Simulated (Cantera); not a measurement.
Input (Python, Cantera) and output of one run.

```python
import numpy as np
import cantera as ct

gas_names = """
    Ca CaCL CaCL2 Ca2 CL CL2 N N2
""".split()
cond_names = """
    Ca(a) Ca(b) Ca(L) CaCL2(s) CaCL2(L)
""".split()


# ... load() reads the species with a 1 bar reference pressure and builds the phases ...
atoms = {
    'CaCl2': {'Ca': 1, 'CL': 2},
    'N2': {'N': 2},
    'Cl2': {'CL': 2},
}
top_T = {}  # K; cautious upper limits of use, not melting points


# ... equilibrate(T, P, feed) seeds the gas with the atoms and calls Mixture.equilibrate('TP', solver="vcs", rtol=1e-11, max_steps=5000) ...
results = []
feed = {'CaCl2': 1, 'N2': 0.68, 'Cl2': 0.034}  # mol
P = 100000  # Pa
for T in [1448, 1498, 1548, 1598, 1648, 1698, 1748, 1798, 1848, 1898, 1948, 1998, 2048, 2098]:
    mix = equilibrate(T, P, feed)
    results.append((T, P, feed, dict(zip(mix.species_names, mix.species_moles))))
    x = sorted(zip(gas.X, gas.species_names), reverse=True)
    print(f"T = {T:g} K  P = {P:g} Pa  gas = {mix.phase_moles(0):.4g} mol")
    print("   x: " + "  ".join(f"{s} {v:.3e}" for v, s in x if v > 1e-06))
    print("   condensed (mol): " + ("  ".join(f"{mix.phase(i).name} {mix.phase_moles(i):.4g}"
          for i in range(1, mix.n_phases) if mix.phase_moles(i) > 1e-12) or "none"))
```

It prints:

```
T = 1448 K  P = 100000 Pa  gas = 0.7176 mol
   x: N2 9.477e-01  CL2 4.316e-02  CL 8.447e-03  CaCL2 7.352e-04
   condensed (mol): CaCL2(L) 0.9995
T = 1498 K  P = 100000 Pa  gas = 0.7193 mol
   x: N2 9.453e-01  CL2 4.140e-02  CL 1.173e-02  CaCL2 1.532e-03
   condensed (mol): CaCL2(L) 0.9989
T = 1548 K  P = 100000 Pa  gas = 0.7219 mol
   x: N2 9.420e-01  CL2 3.919e-02  CL 1.582e-02  CaCL2 3.030e-03
   condensed (mol): CaCL2(L) 0.9978
T = 1598 K  P = 100000 Pa  gas = 0.7257 mol
   x: N2 9.371e-01  CL2 3.648e-02  CL 2.074e-02  CaCL2 5.713e-03
   condensed (mol): CaCL2(L) 0.9959
T = 1648 K  P = 100000 Pa  gas = 0.7312 mol
   x: N2 9.300e-01  CL2 3.328e-02  CL 2.643e-02  CaCL2 1.032e-02
   condensed (mol): CaCL2(L) 0.9925
T = 1698 K  P = 100000 Pa  gas = 0.7393 mol
   x: N2 9.197e-01  CL 3.272e-02  CL2 2.963e-02  CaCL2 1.792e-02
   condensed (mol): CaCL2(L) 0.9868
T = 1748 K  P = 100000 Pa  gas = 0.7513 mol
   x: N2 9.051e-01  CL 3.930e-02  CaCL2 3.003e-02  CL2 2.560e-02
   condensed (mol): CaCL2(L) 0.9774
T = 1798 K  P = 100000 Pa  gas = 0.7691 mol
   x: N2 8.842e-01  CaCL2 4.872e-02  CL 4.573e-02  CL2 2.135e-02
   condensed (mol): CaCL2(L) 0.9625
T = 1848 K  P = 100000 Pa  gas = 0.7955 mol
   x: N2 8.549e-01  CaCL2 7.671e-02  CL 5.140e-02  CL2 1.704e-02
   condensed (mol): CaCL2(L) 0.939
T = 1898 K  P = 100000 Pa  gas = 0.8354 mol
   x: N2 8.140e-01  CaCL2 1.175e-01  CL 5.559e-02  CL2 1.290e-02
   condensed (mol): CaCL2(L) 0.9018
T = 1948 K  P = 100000 Pa  gas = 0.8973 mol
   x: N2 7.578e-01  CaCL2 1.756e-01  CL 5.751e-02  CL2 9.136e-03
   condensed (mol): CaCL2(L) 0.8425
T = 1998 K  P = 100000 Pa  gas = 0.9978 mol
   x: N2 6.815e-01  CaCL2 2.563e-01  CL 5.632e-02  CL2 5.916e-03
   condensed (mol): CaCL2(L) 0.7443
T = 2048 K  P = 100000 Pa  gas = 1.174 mol
   x: N2 5.793e-01  CaCL2 3.661e-01  CL 5.120e-02  CL2 3.365e-03  CaCL 2.418e-06
   condensed (mol): CaCL2(L) 0.5702
T = 2098 K  P = 100000 Pa  gas = 1.531 mol
   x: CaCL2 5.128e-01  N2 4.443e-01  CL 4.136e-02  CL2 1.537e-03  CaCL 8.259e-06
   condensed (mol): CaCL2(L) 0.2151
```

Cantera equilibrium calculation (NASA polynomials, part measured and part estimated; ideal gas, pure solids and liquids).
